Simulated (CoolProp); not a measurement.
A single-stage vapour-compression cycle with sulfur dioxide: evaporating at 285.15 K (dew point), condensing at 352.15 K (bubble point), superheat 8 K, subcooling 2 K, compressor efficiency 0.8, no pressure losses. Each further row changes one setting.

The numbers come from the reference Helmholtz-energy equation of state, Gao 2016 in CoolProp.

```json
[
 {"case": "as stated", "cooling COP": "2.61", "pressure ratio": "7.09", "discharge temperature (K)": "465.0", "refrigerating effect (kJ/kg)": "281", "volumetric capacity (kJ/m³)": "1920"},
 {"case": "evaporating temperature 290.15 K", "cooling COP": "2.92", "pressure ratio": "5.91", "discharge temperature (K)": "453.8", "refrigerating effect (kJ/kg)": "283", "volumetric capacity (kJ/m³)": "2300"},
 {"case": "condensing temperature 347.15 K", "cooling COP": "2.88", "pressure ratio": "6.30", "discharge temperature (K)": "453.1", "refrigerating effect (kJ/kg)": "289", "volumetric capacity (kJ/m³)": "1970"},
 {"case": "subcooling 7 K", "cooling COP": "2.68", "pressure ratio": "7.09", "discharge temperature (K)": "465.0", "refrigerating effect (kJ/kg)": "289", "volumetric capacity (kJ/m³)": "1970"},
 {"case": "superheat 18 K", "cooling COP": "2.57", "pressure ratio": "7.09", "discharge temperature (K)": "479.3", "refrigerating effect (kJ/kg)": "288", "volumetric capacity (kJ/m³)": "1890"},
 {"case": "compressor efficiency 0.7", "cooling COP": "2.28", "pressure ratio": "7.09", "discharge temperature (K)": "484.7", "refrigerating effect (kJ/kg)": "281", "volumetric capacity (kJ/m³)": "1920"}
]
```
